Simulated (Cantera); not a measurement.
Cantera run, input and output.

```python
import numpy as np
import cantera as ct

gas = ct.Solution("gri30.yaml", transport_model="mixture-averaged")
show = ['H2O', 'CH4', 'N2']

rows = []
print(f"{'T/K':>7s}{'rho':>11s}{'cp':>10s}{'mu':>11s}{'lambda':>11s}{'Pr':>7s}" + "".join(f"{'D_' + s:>11s}" for s in show))
for T in [400, 650, 900, 1150, 1400, 1650, 1900, 2150]:
    gas.TPX = T, 1000000, {'N2': 0.43, 'CH4': 0.65, 'C2H4': 0.6}
    Pr = gas.cp_mass * gas.viscosity / gas.thermal_conductivity
    D = [gas.mix_diff_coeffs_mole[gas.species_index(s)] for s in show]
    rows.append([gas.density, gas.cp_mass, gas.viscosity, gas.thermal_conductivity, Pr, *D])
    print(f"{T:7g}{gas.density:11.4e}{gas.cp_mass:10.1f}{gas.viscosity:11.4e}"
          f"{gas.thermal_conductivity:11.4e}{Pr:7.3f}" + "".join(f"{d:11.4e}" for d in D))
print("SI units: kg/m3, J/kg/K, Pa s, W/m/K, m2/s")
```

It prints:

```
    T/K        rho        cp         mu     lambda     Pr      D_H2O      D_CH4       D_N2
    400 7.0349e+00    1794.6 1.5879e-05 3.9197e-02  0.727 3.5472e-06 3.2489e-06 3.2135e-06
    650 4.3292e+00    2394.9 2.3192e-05 7.3534e-02  0.755 8.9453e-06 7.6692e-06 7.4999e-06
    900 3.1266e+00    2846.3 2.9315e-05 1.0858e-01  0.768 1.6183e-05 1.3412e-05 1.3050e-05
   1150 2.4469e+00    3208.7 3.4721e-05 1.4236e-01  0.783 2.4982e-05 2.0311e-05 1.9712e-05
   1400 2.0100e+00    3470.5 3.9643e-05 1.7443e-01  0.789 3.5168e-05 2.8263e-05 2.7390e-05
   1650 1.7054e+00    3667.0 4.4212e-05 2.0469e-01  0.792 4.6628e-05 3.7194e-05 3.6014e-05
   1900 1.4810e+00    3814.6 4.8511e-05 2.3320e-01  0.794 5.9281e-05 4.7051e-05 4.5532e-05
   2150 1.3088e+00    3927.3 5.2597e-05 2.6005e-01  0.794 7.3068e-05 5.7789e-05 5.5903e-05
SI units: kg/m3, J/kg/K, Pa s, W/m/K, m2/s
```

Cantera simulation using GRI-Mech 3.0 (53 species, 325 reactions); the numbers are that mechanism's predictions, not measurements. The composition is frozen, though it would react at the higher temperatures.
